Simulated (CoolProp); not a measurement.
Saturated liquid density (kg/m³) of octamethylcyclotetrasiloxane (D4): the reference equation beside estimates from Tc = 313.4 °C, pc = 1347 kPa, ω = 0.598. Rackett uses Z = 0.29056 − 0.08775 ω.

The numbers come from the reference Helmholtz-energy equation of state, Thol 2015 in CoolProp.

```csv
T (°C),reference,Rackett,van der Waals,Redlich-Kwong,Soave-Redlich-Kwong,Peng-Robinson
136.75,817.5,953.1,468.2,678.9,742.2,838.3
149.35,801.2,933.0,459.3,663.0,727.5,822.4
161.95,784.4,912.3,449.9,646.4,711.8,805.2
174.55,767.0,890.7,440.2,628.9,694.9,786.6
187.15,749.1,868.3,429.9,610.5,676.6,766.4
199.75,730.3,844.8,419.1,590.9,656.8,744.4
212.35,710.6,820.1,407.6,570.2,635.2,720.2
224.95,689.7,794.0,395.3,548.1,611.6,693.6
237.45,667.4,766.2,382.2,524.5,585.7,664.3
250.05,643.0,735.8,367.8,498.7,556.7,631.1
```

Absolute difference from the reference over all 10 rows, mean and median: Rackett 15.7 and 15.8 %, van der Waals 42.7 and 42.7 %, Redlich-Kwong 19.2 and 18.8 %, Soave-Redlich-Kwong 10.4 and 9.9 %, Peng-Robinson 1.9 and 2.1 %.
